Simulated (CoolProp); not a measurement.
The fluid at 454.67 K and 5.83 MPa (stagnation) flows isentropically through a choked orifice. The same conditions are run with several fluids, on thermodynamics alone (safety and materials aside).

The numbers come from the reference Helmholtz-energy equation of state of each fluid (nitrous oxide: Lemmon 2006; carbonyl sulfide: Lemmon 2006; ammonia: Gao 2020; chloromethane (R40): Thol 2014) in CoolProp.

Task: Rank nitrous oxide, carbonyl sulfide, ammonia, chloromethane (R40) by throat to inlet pressure ratio, highest first.

Result: chloromethane (R40) (0.579), carbonyl sulfide (0.570), nitrous oxide (0.557), ammonia (0.554)

| fluid | mass flux (kg/(m² s)) | throat temperature (K) |
|---|---|---|
| nitrous oxide | 13600 | 402.7 |
| carbonyl sulfide | 16600 | 403.9 |
| ammonia | 8760 | 398.1 |
| chloromethane (R40) | 15800 | 406.5 |
